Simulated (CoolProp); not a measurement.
Saturation properties of carbonyl sulfide (Tc = 378.8 K, pc = 6369 kPa, ω = 0.098).

Computed with CoolProp (reference Helmholtz-energy equation of state, Lemmon 2006). It is a short technical equation, of lower accuracy than the large ones.

```json
[
 {"T (K)": "213.4", "p (kPa)": "63.53", "liquid density (kg/m³)": "1195", "enthalpy of vaporisation (kJ/kg)": "315.2"},
 {"T (K)": "222.1", "p (kPa)": "97.22", "liquid density (kg/m³)": "1176", "enthalpy of vaporisation (kJ/kg)": "309.5"},
 {"T (K)": "230.8", "p (kPa)": "143.5", "liquid density (kg/m³)": "1157", "enthalpy of vaporisation (kJ/kg)": "303.6"},
 {"T (K)": "239.6", "p (kPa)": "206.2", "liquid density (kg/m³)": "1138", "enthalpy of vaporisation (kJ/kg)": "297.3"},
 {"T (K)": "248.3", "p (kPa)": "286.9", "liquid density (kg/m³)": "1118", "enthalpy of vaporisation (kJ/kg)": "290.9"},
 {"T (K)": "257", "p (kPa)": "389.6", "liquid density (kg/m³)": "1098", "enthalpy of vaporisation (kJ/kg)": "284.0"},
 {"T (K)": "265.7", "p (kPa)": "517.7", "liquid density (kg/m³)": "1077", "enthalpy of vaporisation (kJ/kg)": "276.8"},
 {"T (K)": "274.5", "p (kPa)": "676.8", "liquid density (kg/m³)": "1055", "enthalpy of vaporisation (kJ/kg)": "269.0"},
 {"T (K)": "283.2", "p (kPa)": "867.0", "liquid density (kg/m³)": "1032", "enthalpy of vaporisation (kJ/kg)": "260.8"},
 {"T (K)": "291.9", "p (kPa)": "1094", "liquid density (kg/m³)": "1008", "enthalpy of vaporisation (kJ/kg)": "251.9"},
 {"T (K)": "300.6", "p (kPa)": "1361", "liquid density (kg/m³)": "983.1", "enthalpy of vaporisation (kJ/kg)": "242.3"},
 {"T (K)": "309.4", "p (kPa)": "1677", "liquid density (kg/m³)": "956.2", "enthalpy of vaporisation (kJ/kg)": "231.7"},
 {"T (K)": "318.1", "p (kPa)": "2037", "liquid density (kg/m³)": "927.7", "enthalpy of vaporisation (kJ/kg)": "220.3"},
 {"T (K)": "326.8", "p (kPa)": "2451", "liquid density (kg/m³)": "897.0", "enthalpy of vaporisation (kJ/kg)": "207.5"},
 {"T (K)": "335.5", "p (kPa)": "2923", "liquid density (kg/m³)": "863.5", "enthalpy of vaporisation (kJ/kg)": "193.3"}
]
```

It boils at 223.0 K under 1 atm.
